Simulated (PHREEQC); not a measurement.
Brackish or sea water: an equilibrium model

Synthetic water in mg/L, 25 °C, pH 6.25, pe 9.2:

| constituent | mg/L |
|---|---|
| Na | 1790 |
| K | 7.83 |
| Ca | 56.5 |
| Mg | 290 |
| Cl | 3330 |
| S(6) as SO4 | 306 |
| Alkalinity as HCO3 | 0.00223 |
| Br | 4.24 |

Cl is adjusted to close the charge balance.
Valence states are taken as typed.

The numbers come from PHREEQC with the ion-association model, phreeqc.dat.

Each row changes one thing in this solution. This is a speciation only: nothing precipitates in the calculation.

```json
[
 {"case": "as made", "SO4-2 (mol/kgw)": "0.00211", "Ca+2 (mol/kgw)": "0.00135", "MgSO4 (mol/kgw)": "0.000743", "NaSO4- (mol/kgw)": "0.000289", "CaSO4 (mol/kgw)": "6.48e-5", "KSO4- (mol/kgw)": "1.01e-6", "SI of Gypsum (CaSO4:2H2O)": "-1.85", "SI of Halite (NaCl)": "-3.92"},
 {"case": "Ca from 56.5 to 113 mg/L", "SO4-2 (mol/kgw)": "0.00208", "Ca+2 (mol/kgw)": "0.00271", "MgSO4 (mol/kgw)": "0.000719", "NaSO4- (mol/kgw)": "0.000282", "CaSO4 (mol/kgw)": "0.000125", "KSO4- (mol/kgw)": "9.84e-7", "SI of Gypsum (CaSO4:2H2O)": "-1.56", "SI of Halite (NaCl)": "-3.91"},
 {"case": "temperature from 25 to 35 °C at the same typed pH", "SO4-2 (mol/kgw)": "0.00199", "Ca+2 (mol/kgw)": "0.00135", "MgSO4 (mol/kgw)": "0.000864", "NaSO4- (mol/kgw)": "0.000286", "CaSO4 (mol/kgw)": "6.38e-5", "KSO4- (mol/kgw)": "1.11e-6", "SI of Gypsum (CaSO4:2H2O)": "-1.88", "SI of Halite (NaCl)": "-3.93"},
 {"case": "pH from 6.25 to 6.55 at the same alkalinity", "SO4-2 (mol/kgw)": "0.00211", "Ca+2 (mol/kgw)": "0.00135", "MgSO4 (mol/kgw)": "0.000743", "NaSO4- (mol/kgw)": "0.000289", "CaSO4 (mol/kgw)": "6.48e-5", "KSO4- (mol/kgw)": "1.01e-6", "SI of Gypsum (CaSO4:2H2O)": "-1.85", "SI of Halite (NaCl)": "-3.92"}
]
```
